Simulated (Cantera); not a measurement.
Reactions in the system F-S

Source: NASA polynomial tables (part measured, part estimated), evaluated in Cantera. Values are per mole of reaction as written; species without (g) are pure solids or liquids, kept so even where they would boil at 1 bar.

SF₆(g) → S + 6 F(g)

```
T (K)  ΔH° (kJ)  ΔS° (J/K)  ΔG° (kJ)  log10 K
-----  --------  ---------  --------  -------
498      1709.3      725.4    1348.1  -141.40
573      1712.3      731.0    1293.5  -117.91
648      1714.5      734.6    1238.5   -99.83
723      1716.0      736.8    1183.3   -85.49
798      1717.2      738.4    1128.0   -73.83
873      1718.3      739.7    1072.5   -64.17
948      1719.5      741.0    1017.0   -56.04
1023     1720.3      741.8     961.4   -49.09
```

SF₄(g) → 4 F(g) + S

```tsv
T (K)	ΔH° (kJ)	ΔS° (J/K)	ΔG° (kJ)	log10 K
498	1089.9	390.8	895.3	-93.90
573	1092.3	395.3	865.8	-78.92
648	1094.1	398.3	836.0	-67.39
723	1095.5	400.3	806.0	-58.23
798	1096.6	401.9	776.0	-50.79
873	1097.8	403.3	745.8	-44.62
948	1099.1	404.7	715.5	-39.42
1023	1100.1	405.7	685.1	-34.98
```

F₂(g) → 2 F(g)

```csv
T (K),ΔH° (kJ),ΔS° (J/K),ΔG° (kJ),log10 K
498,161.2,121.0,100.9,-10.59
573,161.9,122.3,91.8,-8.37
648,162.5,123.3,82.6,-6.66
723,163.1,124.2,73.3,-5.30
798,163.6,124.8,64.0,-4.19
873,164.1,125.4,54.6,-3.27
948,164.5,125.9,45.2,-2.49
1023,164.9,126.3,35.7,-1.82
```
